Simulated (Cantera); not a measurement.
## Halide evaporation, hydrolysis and transport: MgCl2 + HCl + N2

Charge: 1 mol MgCl2, 0.03 mol HCl, 0.99 mol N2, equilibrated at 0.00638 Torr.

Cantera equilibrium calculation (NASA polynomials, part measured and part estimated; ideal gas, pure solids and liquids). Candidate condensed phases: Mg, MgCl2, NH4Cl; 18 gas species. Kinetics and transport are ignored.

```csv
T (K),log p MgCl2,log p N2,log p Cl,log p Mg,log p HCl,log p MgCl,log p H,log p H2
948,-5.38,-5.38,-10.70,-16.37,-6.90,-14.26,-14.78,-11.00
1048,-5.38,-5.38,-9.93,-13.77,-6.90,-12.56,-13.23,-10.24
1148,-5.38,-5.38,-9.30,-11.63,-6.90,-11.16,-11.95,-9.61
1248,-5.38,-5.38,-8.74,-9.88,-6.90,-10.01,-10.90,-9.13
1348,-5.38,-5.38,-8.13,-8.65,-6.91,-9.15,-10.13,-8.98
1448,-5.38,-5.38,-7.48,-7.85,-6.91,-8.55,-9.59,-9.10
1548,-5.39,-5.39,-6.88,-7.22,-6.91,-8.07,-9.15,-9.28
1648,-5.42,-5.40,-6.36,-6.69,-6.93,-7.67,-8.78,-9.45
1748,-5.52,-5.45,-5.92,-6.24,-6.98,-7.36,-8.46,-9.63
```
log p: log10 of the partial pressure in bar; nothing condenses.

From 948 K to 1748 K nothing is condensed. The main Mg-bearing gas is MgCl2 throughout.
